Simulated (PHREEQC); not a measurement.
Solution (20 °C): 0.14 mol/kgw HF, 0.0006 mol/kgw NaF and 0.0072 mol/kgw H2SO4. Closed to the air; pH follows from the charge balance.

Computed with PHREEQC (ion-association model, phreeqc.dat).

```csv
quantity,before,after
pH,1.76,3.10
ionic strength (mol/kgw),0.0238,0.000893
HF (mol/kgw),0.128,0.000719
F- (mol/kgw),0.00634,0.000683
SO4-2 (mol/kgw),0.00363,6.77e-5
HSO4- (mol/kgw),0.00357,4.25e-6
```

Name the change that produced these shifts.
A. H2SO4 from 0.0072 to 0.00792 mol/kgw
B. diluted 2-fold with water
C. HF from 0.14 to 0.126 mol/kgw
D. diluted 100-fold with water
E. temperature from 20 to 45 °C

D, diluted 100-fold with water

No solid was allowed to form.
